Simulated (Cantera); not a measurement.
What does this Cantera script print?

```python
import numpy as np
import cantera as ct

gas_names = """
    B BH BH2 BH3 BN B2 H H2 N NH NH2 NH3 N2 N2H2 N2H4
""".split()
cond_names = """
    B(b) B(L) BN(s)
""".split()


# ... load() reads the species with a 1 bar reference pressure and builds the phases ...
atoms = {
    'BN': {'B': 1, 'N': 1},
    'H2': {'H': 2},
}
top_T = {'BN(s)': 3200}  # K; cautious upper limits of use, not melting points


# ... equilibrate(T, P, feed) seeds the gas with the atoms and calls Mixture.equilibrate('TP', solver="vcs", rtol=1e-11, max_steps=5000) ...
results = []
feed = {'BN': 1, 'H2': 130}  # mol
T = 2073.15  # K
P = 100000  # Pa
mix = equilibrate(T, P, feed)
results.append((T, P, feed, dict(zip(mix.species_names, mix.species_moles))))
print(gas.report(threshold=0.001))
for i in range(1, mix.n_phases):
    print(f"{mix.phase(i).name:16s} {mix.phase_moles(i):12.5e} mol")
```

It prints:

```
       temperature   2073.2 K
          pressure   1e+05 Pa
           density   0.01178 kg/m^3
  mean mol. weight   2.0305 kg/kmol
   phase of matter   gas

                          1 kg             1 kmol
                     ---------------   ---------------
          enthalpy        2.7671e+07        5.6187e+07  J
   internal energy        1.9182e+07         3.895e+07  J
           entropy             93530        1.8991e+05  J/K
    Gibbs function       -1.6623e+08       -3.3754e+08  J
 heat capacity c_p             16951             34420  J/K
 heat capacity c_v             12857             26106  J/K

                      mass frac. Y      mole frac. X     chem. pot. / RT
                     ---------------   ---------------   ---------------
                 H         0.0013044         0.0026276           -9.7996
                H2           0.98917           0.99629           -19.599
     [  +13 minor]         0.0095295         0.0010795

B(b)              0.00000e+00 mol
BN(s)             9.06299e-01 mol
```

Cantera equilibrium calculation (NASA polynomials, part measured and part estimated; ideal gas, pure solids and liquids). The tables' values for BH2 are old estimates; treat these amounts as uncertain. Gases not in the tables: B2H6 and higher boranes.
